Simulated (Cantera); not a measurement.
## Dilute partial oxidation

A perfectly stirred reactor is fed with CH₄ : O₂ : N₂ = 0.015 : 0.049 : 1 (molar parts), equivalence ratio 0.61, at 8.50 bar; it is held at 1323 K, and followed from long to short residence time.

Computed with Cantera and GRI-Mech 3.0 (53 species, 325 reactions). The temperature is held fixed by assumption; the heat of reaction is taken as removed at once.

| τ (s) | x CH₄ | x O₂ | x HO₂ | x CH₂ | x NO₂ | x C₂H | x H₂O₂ |
|---|---|---|---|---|---|---|---|
| 2.0 | 9.56e-6 | 0.0179 | 8.52e-7 | 2.44e-10 | 2.08e-8 | <1e-12 | 6.21e-9 |
| 1.1 | 1.51e-5 | 0.0179 | 1.34e-6 | 4.04e-10 | 3.04e-8 | <1e-12 | 1.03e-8 |
| 0.56 | 2.50e-5 | 0.0180 | 2.16e-6 | 7.00e-10 | 4.20e-8 | <1e-12 | 1.95e-8 |
| 0.30 | 3.92e-5 | 0.0181 | 3.26e-6 | 1.15e-9 | 5.01e-8 | <1e-12 | 3.62e-8 |
| 0.16 | 6.14e-5 | 0.0182 | 4.79e-6 | 1.86e-9 | 5.16e-8 | <1e-12 | 6.78e-8 |
| 0.083 | 9.80e-5 | 0.0185 | 6.96e-6 | 3.07e-9 | 4.49e-8 | 1.04e-12 | 1.29e-7 |
| 0.044 | 0.000155 | 0.0188 | 9.71e-6 | 4.94e-9 | 3.33e-8 | 1.49e-12 | 2.34e-7 |
| 0.023 | 0.000249 | 0.0194 | 1.33e-5 | 7.96e-9 | 2.11e-8 | 2.26e-12 | 4.16e-7 |
| 0.012 | 0.000413 | 0.0204 | 1.77e-5 | 1.26e-8 | 1.18e-8 | 3.72e-12 | 7.13e-7 |
| 0.0066 | 0.000680 | 0.0217 | 2.24e-5 | 1.86e-8 | 6.26e-9 | 6.36e-12 | 1.13e-6 |
x: mole fraction; the columns are a selection and need not sum to one.
